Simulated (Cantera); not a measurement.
A perfectly stirred reactor is fed with CH4 : H2 = 1 : 2.6 (molar parts), at 0.0975 Torr; it is held at 1648 K, and followed from long to short residence time.

Model: GRI-Mech 3.0 (53 species, 325 reactions), integrated in Cantera. GRI-Mech 3.0 stops at C3 and has no aromatics, soot or wall deposition, so with more carbon than oxygen in the feed, carbon stays in small species such as C2H2 where larger ones or solid carbon would form. Radical loss at walls, strong at low pressure, is not modelled.

**Question.** Predict: x(CH4) at τ = 3.70 s; x(H2) at τ = 3.70 s; x(CH2) at τ = 3.70 s; x(C2H2) at τ = 3.70 s; x(CH3) at τ = 3.70 s; x(CH4) at τ = 0.150 s; x(H2) at τ = 0.150 s; x(CH2) at τ = 0.150 s; x(C2H2) at τ = 0.150 s; x(CH3) at τ = 0.150 s.

**Answer.** 
```json
{
  "x(CH4) at τ = 3.70 s": "0.243",
  "x(H2) at τ = 3.70 s": "0.741",
  "x(CH2) at τ = 3.70 s": "1.03e-6",
  "x(C2H2) at τ = 3.70 s": "0.0102",
  "x(CH3) at τ = 3.70 s": "0.00284",
  "x(CH4) at τ = 0.150 s": "0.278",
  "x(H2) at τ = 0.150 s": "0.722",
  "x(CH2) at τ = 0.150 s": "1.87e-9",
  "x(C2H2) at τ = 0.150 s": "2.86e-8",
  "x(CH3) at τ = 0.150 s": "0.000105"
}
```
